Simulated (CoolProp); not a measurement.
Vapour-liquid equilibrium of isobutane (1) + n-butane (2) at 0.886 MPa; x and y are mole fractions of (1).

Model: multi-fluid Helmholtz-energy mixture model, Bücker 2006 and Bücker 2006; pair parameters Kunz 2012, in CoolProp.

```
x     bubble temperature (K)  y at the bubble point  dew temperature at overall composition x (K)  liquid density (mol/L)
----  ----------------------  ---------------------  --------------------------------------------  ----------------------
0.05                   346.4                  0.062                                         346.6                   8.760
0.2                    344.3                  0.239                                         344.8                   8.742
0.35                   342.3                  0.404                                         343.0                   8.723
0.5                    340.3                  0.558                                         341.1                   8.702
0.65                   338.4                  0.702                                         339.1                   8.680
0.8                    336.5                  0.836                                         337.0                   8.657
0.95                   334.6                  0.960                                         334.8                   8.635
```

No azeotrope shows between x = 0.05 and 0.95.

The pair parameters rest on a limited set of measurements; away from them the model extrapolates.
